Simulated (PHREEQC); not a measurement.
Consider water at 10 °C with 0.0071 mol/kgw HF, 7.4e-05 mol/kgw NaF and 9e-06 mol/kgw H4SiO4. It is in equilibrium with CO2 at log p = -3.4 (atm). Otherwise closed; pH follows from the charge balance.

All values are PHREEQC results (ion-association model, phreeqc.dat), not measurements.

Each row changes one thing in this solution. No solid was allowed to form.

```tsv
case	pH	ionic strength (mol/kgw)	HF (mol/kgw)	F- (mol/kgw)	HF2- (mol/kgw)	HCO3- (mol/kgw)
as made	2.69	0.00223	0.00488	0.00217	3.51e-5	3.78e-9
HF replaced by NH4HF2 at the same molality	3.13	?	0.00610	0.00781	0.000158	1.08e-8
H4SiO4 left out	2.69	0.00222	0.00492	0.00219	3.57e-5	3.78e-9
NaF replaced by H2SiF6 at the same molality	2.67	0.00235	0.00491	0.00207	3.37e-5	3.58e-9
NaF replaced by NH4HF2 at the same molality	2.69	0.00225	0.00494	0.00218	3.58e-5	3.75e-9
HF from 0.0071 to 0.0355 mol/kgw	2.28	0.00575	0.0293	0.00521	0.000507	1.51e-9
HF from 0.0071 to 0.00355 mol/kgw	2.88	0.00147	0.00212	0.00143	?	5.75e-9
```

Question: Complete the blanks.

Answer: 
- HF replaced by NH4HF2 at the same molality, ionic strength (mol/kgw): 0.00799
- HF from 0.0071 to 0.00355 mol/kgw, HF2- (mol/kgw): 1.01e-5

Away from 25 °C the constants follow the database's enthalpies or fits; those with neither stay at their 25 °C values. SiF6-2 is the database's only silicon fluoride.
